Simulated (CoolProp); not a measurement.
Model: reference Helmholtz-energy equation of state, Gao 2020, in CoolProp.

Task: For ammonia, give the phase and the speed of sound (m/s), Joule-Thomson coefficient (K/MPa) at 725 K and 1.8 bar; 725 K and 2.9 bar; 725 K and 4.69 bar.

Result: 
- 725 K and 1.8 bar: gas; speed of sound 653, Joule-Thomson coefficient 2.02
- 725 K and 2.9 bar: gas; speed of sound 653, Joule-Thomson coefficient 2.02
- 725 K and 4.69 bar: gas; speed of sound 653, Joule-Thomson coefficient 2.01
